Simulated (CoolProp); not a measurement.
Vapour-liquid equilibrium of ethylbenzene (1) + n-nonane (2) at 0.271 bar; x and y are mole fractions of (1).

Values from CoolProp's multi-fluid Helmholtz-energy mixture model, Zhou 2012 and Lemmon 2006; pair parameters Bell 2016.

```
x     bubble temperature (°C)  y at the bubble point  dew temperature at overall composition x (°C)  liquid density (mol/L)
----  -----------------------  ---------------------  ---------------------------------------------  ----------------------
0.05                    105.8                  0.091                                          106.4                   5.139
0.2                     102.4                  0.317                                          104.2                   5.429
0.35                      [?]                  0.490                                          101.9                   5.744
0.5                      97.4                    [?]                                           99.4                   6.089
0.65                     95.7                  0.741                                            [?]                   6.470
0.8                      94.4                  0.848                                           94.9                     [?]
0.95                     93.4                    [?]                                           93.4                     [?]
```

**Question.** Some entries are withheld; supply them.

**Answer.** 
- 0.35, bubble temperature (°C): 99.6
- 0.5, y at the bubble point: 0.626
- 0.65, dew temperature at overall composition x (°C): 97.0
- 0.8, liquid density (mol/L): 6.897
- 0.95, y at the bubble point: 0.959
- 0.95, liquid density (mol/L): 7.376

No azeotrope shows between x = 0.05 and 0.95.

Pair parameters are fitted to limited data, so mixtures are less certain than the pure fluids.
